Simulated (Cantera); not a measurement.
A perfectly stirred reactor is fed with H2 : O2 = 0.0063 : 1 (molar parts), at 0.0158 atm; it is held at 1325 K, and followed from long to short residence time.

Cantera simulation using the H2/O2 subset of GRI-Mech 3.0, which has no nitrogen chemistry; the numbers are that mechanism's predictions, not measurements. Radical loss at walls, strong at low pressure, is not modelled.

Task: What does this change do: pressure from 0.0158 atm to 0.0263 atm?

Result: 
```csv
quantity,before,after
x(H2) at τ = 7.50 s,6.12e-6,4.95e-6
x(O2) at τ = 7.50 s,0.993,0.993
x(H) at τ = 7.50 s,5.58e-6,2.13e-6
x(OH) at τ = 7.50 s,0.000251,0.000182
x(H2O2) at τ = 7.50 s,4.33e-9,4.96e-9
x(H2) at τ = 67.0 ms,0.000111,8.12e-5
x(O2) at τ = 67.0 ms,0.989,0.990
x(H) at τ = 67.0 ms,0.000117,8.26e-5
x(OH) at τ = 67.0 ms,0.000741,0.000648
x(H2O2) at τ = 67.0 ms,1.15e-8,1.70e-8
```

Task: What does this change do: pressure from 0.0158 atm to 0.0355 atm?

Result: 
| quantity | before | after |
|---|---|---|
| x(H2) at τ = 7.50 s | 6.12e-6 | 4.46e-6 |
| x(O2) at τ = 7.50 s | 0.993 | 0.993 |
| x(H) at τ = 7.50 s | 5.58e-6 | 1.20e-6 |
| x(OH) at τ = 7.50 s | 0.000251 | 0.000150 |
| x(H2O2) at τ = 7.50 s | 4.33e-9 | 5.23e-9 |
| x(H2) at τ = 67.0 ms | 0.000111 | 7.00e-5 |
| x(O2) at τ = 67.0 ms | 0.989 | 0.990 |
| x(H) at τ = 67.0 ms | 0.000117 | 6.15e-5 |
| x(OH) at τ = 67.0 ms | 0.000741 | 0.000583 |
| x(H2O2) at τ = 67.0 ms | 1.15e-8 | 2.10e-8 |

Task: What does this change do: temperature 1325 to 1450 K?

Result: 
```tsv
quantity	before	after
x(H2) at τ = 7.50 s	6.12e-6	4.82e-6
x(O2) at τ = 7.50 s	0.993	0.993
x(H) at τ = 7.50 s	5.58e-6	6.95e-6
x(OH) at τ = 7.50 s	0.000251	0.000386
x(H2O2) at τ = 7.50 s	4.33e-9	2.26e-9
x(H2) at τ = 67.0 ms	0.000111	7.75e-5
x(O2) at τ = 67.0 ms	0.989	0.988
x(H) at τ = 67.0 ms	0.000117	9.44e-5
x(OH) at τ = 67.0 ms	0.000741	0.000946
x(H2O2) at τ = 67.0 ms	1.15e-8	5.88e-9
```
